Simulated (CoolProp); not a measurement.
n-undecane along the isotherm 464.7 K: fugacity coefficient from the reference equation and from simpler models built on Tc = 638.8 K, pc = 1.990 MPa, ω = 0.539; each cubic takes its own stable root.

The numbers come from the reference Helmholtz-energy equation of state, Aleksandrov 2011 in CoolProp. It is a short technical equation, of lower accuracy than the large ones.

```json
[
 {"p (MPa)": "0.332", "phase": "liquid", "reference": "0.2625"},
 {"p (MPa)": "0.663", "phase": "liquid", "reference": "0.1344"},
 {"p (MPa)": "0.995", "phase": "liquid", "reference": "0.09155"},
 {"p (MPa)": "1.33", "phase": "liquid", "reference": "0.07004"},
 {"p (MPa)": "1.66", "phase": "liquid", "reference": "0.05736"},
 {"p (MPa)": "1.99", "phase": "liquid", "reference": "0.04891"},
 {"p (MPa)": "2.32", "phase": "liquid", "reference": "0.04289"},
 {"p (MPa)": "2.65", "phase": "liquid", "reference": "0.03838"},
 {"p (MPa)": "2.99", "phase": "liquid", "reference": "0.03479"},
 {"p (MPa)": "3.32", "phase": "liquid", "reference": "0.03203"},
 {"p (MPa)": "3.65", "phase": "liquid", "reference": "0.02977"},
 {"p (MPa)": "3.98", "phase": "liquid", "reference": "0.02791"},
 {"p (MPa)": "4.31", "phase": "liquid", "reference": "0.02634"},
 {"p (MPa)": "4.64", "phase": "liquid", "reference": "0.02500"},
 {"p (MPa)": "4.98", "phase": "liquid", "reference": "0.02382"}
]
```

Task: How far does each simpler model (Redlich-Kwong, Peng-Robinson) lie from the reference over these 15 states: mean and median of the absolute difference, and the worst?

Result: 
- Redlich-Kwong: mean 159.5 %, median 159.6 %, worst +169.6 % at 464.7 K and 4.98 MPa
- Peng-Robinson: mean 3.2 %, median 3.2 %, worst +3.8 % at 464.7 K and 4.98 MPa
